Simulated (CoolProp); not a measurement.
Saturation properties of hydrogen sulfide.

Computed with CoolProp (reference Helmholtz-energy equation of state, Lemmon 2006). It is a short technical equation, of lower accuracy than the large ones.

```csv
T (°C),p (MPa),liquid density (kg/m³),vapour density (kg/m³),enthalpy of vaporisation (kJ/kg),liquid cp (kJ/(kg K)),surface tension (mN/m)
2.65,1.115,827.3,18.85,458.4,2.107,15.5
5.35,1.204,821.4,20.31,453.7,2.120,15.0
7.95,1.295,815.6,21.80,449.0,2.133,14.5
10.55,1.390,809.7,23.37,444.3,2.147,14.0
13.15,1.491,803.7,25.04,439.4,2.162,13.5
15.85,1.601,797.4,26.86,434.3,2.178,13.0
18.45,1.712,791.2,28.72,429.2,2.196,12.5
21.05,1.829,784.9,30.69,424.0,2.215,12.0
23.65,1.951,778.6,32.77,418.6,2.235,11.6
26.35,2.085,771.8,35.05,412.9,2.257,11.1
28.95,2.219,765.2,37.37,407.2,2.281,10.6
31.55,2.360,758.4,39.82,401.4,2.306,10.1
34.15,2.507,751.6,42.41,395.5,2.334,9.67
36.85,2.667,744.3,45.26,389.1,2.365,9.19
```

It boils at -60.3 °C under 1 atm.

Surface tension comes from a separate correlation (Mulero 2012).
